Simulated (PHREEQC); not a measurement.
Solution (25 °C): 0.17 mol/kgw HF, 0.035 mol/kgw (CH3)4NF and 0.00034 mol/kgw (NH4)2SiF6. Closed to the air; pH follows from the charge balance.

All values are PHREEQC results (ion-association model, phreeqc.dat), not measurements.

Each row changes one thing in this solution. No solid was allowed to form.

| case | pH | ionic strength (mol/kgw) | HF (mol/kgw) | F- (mol/kgw) | HF2- (mol/kgw) |
|---|---|---|---|---|---|
| as made | 2.32 | 0.0415 | 0.150 | 0.0257 | 0.0148 |
| HF left out | 5.19 | 0.0360 | 0.000279 | 0.0351 | 3.76e-5 |
| diluted 100-fold with water | 3.17 | 0.00105 | ___ | 0.00104 | ___ |
| HF from 0.17 to 0.017 mol/kgw | 3.45 | 0.0364 | 0.0147 | 0.0335 | 0.00189 |
| (NH4)2SiF6 from 0.00034 to 0.0034 mol/kgw | 2.32 | 0.0508 | 0.149 | 0.0258 | 0.0148 |
| (NH4)2SiF6 left out | 2.32 | ___ | 0.150 | 0.0257 | 0.0148 |
| temperature from 25 to 20 °C | 2.29 | ___ | 0.150 | ___ | 0.0145 |
| (NH4)2SiF6 from 0.00034 to 0.00051 mol/kgw | 2.32 | 0.0421 | 0.150 | 0.0257 | 0.0148 |

Question: Complete the blanks.

Answer: 
- diluted 100-fold with water, HF (mol/kgw): 0.00101
- diluted 100-fold with water, HF2- (mol/kgw): 4.06e-6
- (NH4)2SiF6 left out, ionic strength (mol/kgw): 0.0405
- temperature from 25 to 20 °C, ionic strength (mol/kgw): 0.0419
- temperature from 25 to 20 °C, F- (mol/kgw): 0.0264

Species that the database lacks are ignored. (CH3)4N+ isn't in the database: it is added as a free cation with an ion size of 4 Å. SiF6-2 is the database's only silicon fluoride.
